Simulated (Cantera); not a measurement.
## SiH2Cl2 + N2O + H2O (silicon oxide and oxynitride deposition)

Feed: 1 mol SiH2Cl2, 2.4 mol N2O, 29 mol H2O, equilibrated at 1350 °C.

Method: chemical equilibrium by Gibbs-energy minimisation in Cantera with the NASA 1993 tables (ideal gas, pure condensed phases). Candidate condensed phases: H2O, NH4Cl, Si, SiO2, Si2N2O, Si3N4; 47 gas species. The tables hold silica as quartz up to 1696 K and as liquid above; real silica turns to tridymite and cristobalite and melts near 1996 K. Gases not in the tables: Si(OH)4. Kinetics and transport are ignored.

| P (Pa) | x H2O | x N2 | x HCl | x H2 | x O2 | n SiO2(β-quartz) |
|---|---|---|---|---|---|---|
| 5 | 0.845 | 0.0708 | 0.0549 | 0.0107 | 0.00944 | 1.000 |
| 15 | 0.852 | 0.0710 | 0.0562 | 0.00678 | 0.00793 | 1.000 |
| 45 | 0.856 | 0.0711 | 0.0571 | 0.00420 | 0.00697 | 1.000 |
| 140 | 0.859 | 0.0712 | 0.0577 | 0.00249 | 0.00638 | 1.000 |
| 410 | 0.861 | 0.0713 | 0.0582 | 0.00150 | 0.00607 | 1.000 |
| 1200 | 0.862 | 0.0713 | 0.0585 | 0.000888 | 0.00590 | 1.00 |
| 3700 | 0.862 | 0.0713 | 0.0587 | 0.000510 | 0.00582 | 1.00 |
| 11000 | 0.863 | 0.0713 | 0.0589 | 0.000297 | 0.00579 | 1.00 |
| 33000 | 0.863 | 0.0714 | 0.0591 | 0.000171 | 0.00579 | 1.00 |
| 100000 | 0.863 | 0.0714 | 0.0592 | 9.83e-5 | 0.00580 | 1.00 |
x: gas mole fraction; n: condensed amount in mol.

From 5.00 Pa to 100000 Pa the condensed part is SiO2(β-quartz).
